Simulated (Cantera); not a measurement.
Input: 1 mol Cu2O, 2.9 mol CO, 2.7 mol H2, 1.7 mol CH4, equilibrated at 7.50 Torr.

Method: chemical equilibrium by Gibbs-energy minimisation in Cantera with the NASA 1993 tables (ideal gas, pure condensed phases). Candidate condensed phases: C, C6H6, C7H8, C8H18, Cu, CuO, Cu(OH)2, Cu2O, H2O; 113 gas species. Rates play no part.

Task: Which condensed phases are stable at each of these points (T (K)): 1575, 1650, 1725, 1800, 1875, 1950, 2025?

Result: 
| T (K) | condensed phases | Cu condensed (%) |
|---|---|---|
| 1575 | C(graphite) + Cu(l) | 98.6 |
| 1650 | C(graphite) + Cu(l) | 95.9 |
| 1725 | C(graphite) + Cu(l) | 88.8 |
| 1800 | C(graphite) + Cu(l) | 71.2 |
| 1875 | C(graphite) + Cu(l) | 28.4 |
| 1950 | C(graphite) | 0.0 |
| 2025 | C(graphite) | 0.0 |

From 1575 K to 1875 K the condensed part is C(graphite) + Cu(l). From 1950 K to 2025 K the condensed part is C(graphite).
